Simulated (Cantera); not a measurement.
A Cantera script and its output.

```python
import numpy as np
import cantera as ct

gas = ct.Solution("gri30.yaml")
gas.TPX = 1225, 13332, {'N2O': 1, 'H2O': 0.021}
reactor = ct.IdealGasConstPressureReactor(gas, energy="off", clone=False)
net = ct.ReactorNet([reactor])
net.rtol, net.atol = 1e-08, 1e-18
show = ['N2O', 'H2O', 'HO2', 'H2', 'OH']
times = np.geomspace(3e-06, 2, 14)

steps = ct.SolutionArray(gas, extra=["t"])
rows = []
print(f"{'t/s':>10s}{'T/K':>9s}{'P/Pa':>11s}" + "".join(f"{s:>11s}" for s in show))
for t in times:
    while net.time < t:
        t_next = net.step()
        steps.append(gas.state, t=t_next)
    rows.append([np.interp(t, steps.t, y) for y in (steps.T, steps.P, *steps(*show).X.T)])
    print(f"{t:10.3e}{rows[-1][0]:9.1f}{rows[-1][1]:11.4g}" + "".join(f"{x:11.3e}" for x in rows[-1][2:]))
rate = np.gradient(steps.T, steps.t)
print("integrator steps:", len(steps.t))
if steps.T.max() > steps.T[0] + 200:
    print(f"time of steepest temperature rise: {steps.t[rate.argmax()]:.4e} s")
gas.TPX = 1225, 13332, {'N2O': 1, 'H2O': 0.021}
gas.equilibrate("TP")
print(f"equilibrium (TP): T = {gas.T:.1f} K  " + "  ".join(f"{s} {gas[s].X[0]:.3e}" for s in show))
```

It prints:

```
       t/s      T/K       P/Pa        N2O        H2O        HO2         H2         OH
 3.000e-06   1225.0  1.333e+04  9.794e-01  2.057e-02  1.548e-13  2.915e-19  3.331e-10
 8.416e-06   1225.0  1.333e+04  9.794e-01  2.057e-02  3.200e-12  3.508e-17  2.481e-09
 2.361e-05   1225.0  1.333e+04  9.794e-01  2.057e-02  6.401e-11  3.408e-15  1.729e-08
 6.624e-05   1225.0  1.333e+04  9.794e-01  2.057e-02  1.123e-09  1.969e-13  1.011e-07
 1.858e-04   1225.0  1.333e+04  9.794e-01  2.057e-02  1.507e-08  6.050e-12  4.293e-07
 5.213e-04   1225.0  1.333e+04  9.793e-01  2.057e-02  1.448e-07  1.182e-10  1.320e-06
 1.462e-03   1225.0  1.333e+04  9.791e-01  2.056e-02  1.011e-06  1.605e-09  3.217e-06
 4.103e-03   1225.0  1.333e+04  9.786e-01  2.056e-02  3.847e-06  1.220e-08  6.021e-06
 1.151e-02   1225.0  1.333e+04  9.770e-01  2.054e-02  4.531e-06  4.560e-08  9.226e-06
 3.229e-02   1225.0  1.333e+04  9.726e-01  2.051e-02  3.148e-06  8.048e-08  1.182e-05
 9.058e-02   1225.0  1.333e+04  9.605e-01  2.043e-02  2.047e-06  6.106e-08  1.432e-05
 2.541e-01   1225.0  1.333e+04  9.278e-01  2.021e-02  1.148e-06  3.538e-08  1.678e-05
 7.129e-01   1225.0  1.333e+04  8.442e-01  1.963e-02  5.161e-07  2.790e-08  1.873e-05
 2.000e+00   1225.0  1.333e+04  6.576e-01  1.834e-02  1.884e-07  2.701e-08  1.925e-05
integrator steps: 1043
equilibrium (TP): T = 1225.0 K  N2O 6.234e-09  H2O 1.381e-02  HO2 5.531e-09  H2 1.404e-09  OH 2.881e-06
```

Model: GRI-Mech 3.0 (53 species, 325 reactions), integrated in Cantera. GRI-Mech 3.0 was tuned for natural gas; its chemistry of N2O as a main component is partial and can be far from experiment. The mechanism lacks the step 2 NO + O2 → 2 NO2, which can matter for NO2 below about 1400 K. The temperature is held fixed by assumption; the heat of reaction is taken as removed at once.
